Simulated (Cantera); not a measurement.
Charge: 1 mol V2O5, 13 mol H2, 4.5 mol N2, equilibrated at 1498.15 K and 18.0 mbar.

Method: chemical equilibrium by Gibbs-energy minimisation in Cantera with the NASA 1993 tables (ideal gas, pure condensed phases). Candidate condensed phases: H2O, V, VN, VO, V2O3, V2O4, V2O5; 28 gas species. Condensed phases not in the tables: the oxides between V2O3 and V2O5 other than VO2. The numbers say what is thermodynamically allowed, not how fast it happens.

Base state: H2 0.628, N2 0.257, H2O 0.114, H 0.000102 (mole fractions); condensed: V2O3(s).

**Question.** What changes in the equilibrium state with this change: pressure from 18.0 mbar to 17.0 Pa?

**Answer.** 
```tsv
species	before	after
H2	0.628	0.628
N2	0.257	0.257
H2O	0.114	0.114
H	0.000102	0.00105
VO2	1.45e-7	1.53e-5
V2O3(s), mol	1.000	1.000
```
